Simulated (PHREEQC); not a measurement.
Consider water at 20 °C with 0.093 mol NaHSO4, 0.00013 mol Na2B4O7 and 0.078 mol LiCl per kg of water. Closed to the air; pH follows from the charge balance.

The numbers come from PHREEQC with the ion-association model, phreeqc.dat.

Problem. The ionic strength comes out as 0.249 mol/kgw. What activity coefficients do Cl-, Na+, LiSO4-, SO4-2, NaSO4- get?

Solution. Cl- 0.70, Na+ 0.74, LiSO4- 0.73, SO4-2 0.27, NaSO4- 0.73.

This is a speciation only: nothing precipitates in the calculation.
